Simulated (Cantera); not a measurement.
Charge: 1 mol Si3N4, 0.047 mol N2, held at 2800 °C and 2.60 bar.

These are equilibrium values from Cantera (NASA tables, ideal gas, pure condensed phases), not measurements of a reactor. Candidate condensed phases: Si, Si3N4; 7 gas species. The tables' values for SiN are old estimates; treat these amounts as uncertain. Equilibrium is a limit: real reactors are often held back by kinetics, nucleation or transport.

Base state: N2 0.930, Si 0.0590, SiN 0.00461, Si2 0.00308, Si2N 0.00293, Si3 0.000442, N 1.32e-5 (mole fractions); condensed: Si(l).

Q: What changes in the equilibrium state with this change: temperature from 2800 °C to 1425 °C?

A: 
```tsv
species	before	after
N2	0.930	1.00
Si	0.0590	1.76e-9
SiN	0.00461	1.73e-9
Si2	0.00308	<1e-9
Si2N	0.00293	<1e-9
Si3	0.000442	<1e-9
Si(l), mol	2.83	0
Si3N4(s), mol	0	1.00
```

Q: What changes in the equilibrium state with this change: temperature from 2800 °C to 1952 °C?

A: 
| species | before | after |
|---|---|---|
| N2 | 0.930 | 1.000 |
| Si | 0.0590 | 0.000167 |
| Si2N | 0.00293 | 4.33e-5 |
| SiN | 0.00461 | 4.32e-5 |
| N | 1.32e-5 | 1.04e-8 |
| Si2 | 0.00308 | 2.59e-6 |
| Si3 | 0.000442 | 4.63e-7 |
| Si(l), mol | 2.83 | 0 |
| Si3N4(s), mol | 0 | 1.000 |
